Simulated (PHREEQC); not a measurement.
## Copper plating or etch bath: speciation

A solution holds 0.051 mol CuCl2 and 0.14 mol KCl per kg of water, at 20 °C. Closed to the air; pH follows from the charge balance.

Computed with PHREEQC (ion-association model, wateq4f.dat).

This is a speciation only: nothing precipitates in the calculation.

**Question.** What pH, activity of water does the model give?

**Answer.** pH 4.51; activity of water 0.993.

**Question.** In which forms is Cl present?

**Answer.** Cl- 97 %, CuCl+ 2.7 % of the Cl.

The solution is supersaturated, for example in Atacamite, so a real one may precipitate; this is no full list. Species that the database lacks are ignored.
